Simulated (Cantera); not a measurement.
Mixture: CH4 : C2H6 : O2 : N2 = 1 : 0.18 : 1.64 : 6.18 (molar parts), equivalence ratio 1.6, at 1.00 bar, adiabatic and at constant pressure. Ignition delay is the time to a rise of 400 K.

Model: GRI-Mech 3.0 (53 species, 325 reactions), integrated in Cantera.

Predict: delay at 1225 K; delay at 1300 K; delay at 1375 K; delay at 1450 K; delay at 1525 K; delay at 1600 K; delay at 1675 K; apparent activation energy between 1525 and 1675 K.


| Quantity | Value |
|---|---|
| delay at 1225 K | 2.59 ms |
| delay at 1300 K | 1.18 ms |
| delay at 1375 K | 0.589 ms |
| delay at 1450 K | 0.310 ms |
| delay at 1525 K | 0.170 ms |
| delay at 1600 K | 98.4 µs |
| delay at 1675 K | 60.3 µs |
| apparent activation energy between 1525 and 1675 K | 150 kJ/mol |
